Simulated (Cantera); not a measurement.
A perfectly stirred reactor is fed with 5.30 % C₂H₄, 16.8 % O₂, 63.1 % N₂, 6.36 % CO₂, 8.48 % H₂O, equivalence ratio 0.95, at 100000 Pa; it is adiabatic with a 650 K inlet, and is followed from long to short residence time, starting on the burning branch (τ in s: 0.098, 0.039, 0.015, 0.0061, 0.0024, 0.00097, 0.00039, 0.00015, 6.1e-05, 2.4e-05).

Computed with Cantera and GRI-Mech 3.0 (53 species, 325 reactions). GRI-Mech 3.0 was tuned for natural gas; its chemistry of ethylene as a main component is partial and can be far from experiment.

One state of this run: T (K) = 2084; x C₂H₄ = 2.42e-5; x O₂ = 0.0236; x CO₂ = 0.138; x N₂O = 1.53e-7; x H₂O = 0.174; x HCN = 3.31e-7. x: mole fraction; the columns are a selection and need not sum to one.

**Question.** Which value of τ (s) does it belong to?
(A) 0.015
(B) 0.0024
(C) 2.4e-5
(D) 0.039

**Answer.** B, 0.0024
